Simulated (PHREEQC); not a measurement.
A solution holds 0.0052 mol/kgw CuSO4 and 0.036 mol/kgw HCl, at 20 °C. Closed to the air; pH follows from the charge balance.

Computed with PHREEQC (ion-association model, wateq4f.dat).

Each row changes one thing in this solution. This is a speciation only: nothing precipitates in the calculation.

```tsv
case	pH	ionic strength (mol/kgw)	Cu+2 (mol/kgw)	HSO4- (mol/kgw)	SO4-2 (mol/kgw)	CuSO4 (mol/kgw)	SI of Chalcanthite (CuSO4:5H2O)	SI of Tenorite (CuO)
as made	1.55	0.0492	0.00462	0.00280	0.00199	0.000408	-3.02	-7.37
HCl left out	5.06	0.0160	0.00399	2.11e-6	0.00400	0.00120	-2.56	-0.29
HCl replaced by FeCl2 at the same molality	5.08	0.116	0.00458	9.46e-7	0.00283	0.000344	-3.09	-0.39
CuSO4 from 0.0052 to 0.00468 mol/kgw	1.54	0.0479	0.00419	0.00255	0.00179	0.000337	-3.11	-7.41
HCl from 0.036 to 0.0324 mol/kgw	1.59	0.0458	0.00460	0.00267	0.00208	0.000442	-2.99	-7.27
HCl from 0.036 to 0.0072 mol/kgw	2.26	0.0222	0.00425	0.00103	0.00326	0.000909	-2.68	-5.89
HCl replaced by MnCl2 at the same molality	5.09	0.112	0.00457	9.64e-7	0.00288	0.000357	-3.08	-0.38
temperature from 20 to 60 °C	1.56	0.0464	0.00410	0.00384	0.00112	0.000242	-3.49	-6.03
diluted 5-fold with water	2.20	0.0105	0.000971	0.000283	0.000698	5.93e-5	-3.86	-6.60
```

Some of these states are supersaturated (in Antlerite, Brochantite, Atacamite, for instance). At this temperature some constants are extrapolated from 25 °C, and those without enthalpy data are left unchanged.
